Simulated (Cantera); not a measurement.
A closed system holds: 1 mol SiCl4, 81 mol N2, held at 22.0 Pa.

Method: chemical equilibrium by Gibbs-energy minimisation in Cantera with the NASA 1993 tables (ideal gas, pure condensed phases). Candidate condensed phases: Si, Si3N4; 13 gas species. The tables' values for SiCl3, SiCl, SiN are old estimates; treat these amounts as uncertain. Rates play no part.

x: gas mole fraction; nothing condenses.

```tsv
T (K)	x N2	x Cl	x SiCl2	x Si	x SiCl3
1573	0.968	0.0198	0.00895	[?]	0.00192
1623	0.966	0.0221	0.0105	[?]	0.00113
1673	0.965	0.0231	0.0113	[?]	0.000593
1723	0.965	0.0235	0.0116	[?]	0.000305
1773	0.964	0.0237	0.0117	[?]	0.000159
1823	0.964	0.0239	0.0117	[?]	8.49e-5
1873	0.964	0.0245	0.0114	[?]	4.65e-5
1923	0.962	0.0261	0.0105	[?]	2.59e-5
1973	0.959	0.0295	0.00859	[?]	1.40e-5
2023	0.954	0.0344	0.00597	[?]	6.80e-6
2073	0.949	0.0394	0.00336	[?]	2.69e-6
2123	0.945	0.0431	0.00152	[?]	8.35e-7
```

Question: Complete the blanks.

Answer: 
- 1573, x Si: 8.00e-9
- 1623, x Si: 5.87e-8
- 1673, x Si: 3.99e-7
- 1723, x Si: 2.46e-6
- 1773, x Si: 1.36e-5
- 1823, x Si: 6.78e-5
- 1873, x Si: 0.000294
- 1923, x Si: 0.00102
- 1973, x Si: 0.00264
- 2023, x Si: 0.00505
- 2073, x Si: 0.00761
- 2123, x Si: 0.00954
